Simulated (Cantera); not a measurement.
A Cantera script and its output.

```python
import numpy as np
import cantera as ct

surf = ct.Interface("ptcombust.yaml", "Pt_surf")
gas = surf.adjacent["gas"]
gas.TPX = 300, 8600, {'CH4': 0.059, 'O2': 0.13, 'N2': 0.79}
jet = ct.ImpingingJet(gas=gas, width=0.046, surface=surf)
jet.inlet.mdot, jet.inlet.T, jet.inlet.X = 0.066, 300, {'CH4': 0.059, 'O2': 0.13, 'N2': 0.79}
jet.set_refine_criteria(ratio=10, slope=0.2, curve=0.3)
show, cover = ['CH4', 'O2', 'H2O', 'OH', 'CO', 'CO2'], ["PT(S)", "H(S)", "O(S)", "OH(S)", "CO(S)", "C(S)"]

rows = []
print(f"{'Ts/K':>7s}" + "".join(f"{s:>11s}" for s in show + cover) + "   (gas at the wall, coverages)")
for i, Ts in enumerate([900, 950, 1000, 1050, 1100, 1150, 1200]):
    jet.surface.T = Ts
    if i == 0:
        surf.TP = Ts, 8600
        surf.coverages = "PT(S):0.5, O(S):0.5"
        surf.advance_coverages(1.0)
        jet.set_initial_guess(products="inlet")
    jet.solve(loglevel=0, auto=(i == 0))
    rows.append([*(jet.X[gas.species_index(s), -1] for s in show), *surf[cover].coverages])
    print(f"{Ts:7g}" + "".join(f"{x:11.3e}" for x in rows[-1]))
```

Output:

```
   Ts/K        CH4         O2        H2O         OH         CO        CO2      PT(S)       H(S)       O(S)      OH(S)      CO(S)       C(S)   (gas at the wall, coverages)
    900  3.905e-02  8.720e-02  3.988e-02  3.838e-08  1.571e-05  2.625e-02  2.205e-01  1.121e-07  7.778e-01  1.616e-03  2.235e-05  7.951e-08
    950  2.836e-02  6.447e-02  5.966e-02  1.216e-07  1.643e-05  3.945e-02  3.068e-01  3.179e-07  6.914e-01  1.793e-03  1.814e-05  8.682e-08
   1000  2.013e-02  4.710e-02  7.471e-02  3.304e-07  1.659e-05  4.957e-02  3.984e-01  7.326e-07  5.998e-01  1.772e-03  1.359e-05  8.492e-08
   1050  1.471e-02  3.571e-02  8.451e-02  7.777e-07  1.708e-05  5.622e-02  4.885e-01  1.452e-06  5.099e-01  1.627e-03  9.986e-06  7.947e-08
   1100  1.129e-02  2.856e-02  9.061e-02  1.646e-06  1.830e-05  6.037e-02  5.725e-01  2.587e-06  4.260e-01  1.431e-03  7.470e-06  7.405e-08
   1150  9.101e-03  2.407e-02  9.441e-02  3.204e-06  2.051e-05  6.296e-02  6.480e-01  4.262e-06  3.508e-01  1.226e-03  5.774e-06  6.996e-08
   1200  7.670e-03  2.122e-02  9.679e-02  5.816e-06  2.396e-05  6.457e-02  7.140e-01  6.631e-06  2.850e-01  1.032e-03  4.637e-06  6.752e-08
```

Model: Deutschmann's 1995 Pt surface mechanism with GRI-Mech 3.0 gas chemistry, integrated in Cantera. Catalytic surfaces can have several steady states; this one follows from the mechanism file's or the stated starting coverage.
